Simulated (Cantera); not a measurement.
Feed: 1 mol Fe3O4, 1.1 mol CH4, 20 mol H2, equilibrated at 36.0 mbar.

Cantera equilibrium calculation (NASA polynomials, part measured and part estimated; ideal gas, pure solids and liquids). Candidate condensed phases: C, C6H6, C7H8, C8H18, Fe, Fe(CO)5, FeO, Fe(OH)2, Fe(OH)3, Fe2O3, Fe3O4, H2O; 114 gas species. Equilibrium is a limit: real reactors are often held back by kinetics, nucleation or transport.

Question: At 1000 K, list the 4 most abundant gas species with their mole fractions, and the condensed phases.

Answer: H2 0.836, H2O 0.117, CO 0.0393, CO2 0.00787. Condensed: Fe(α).
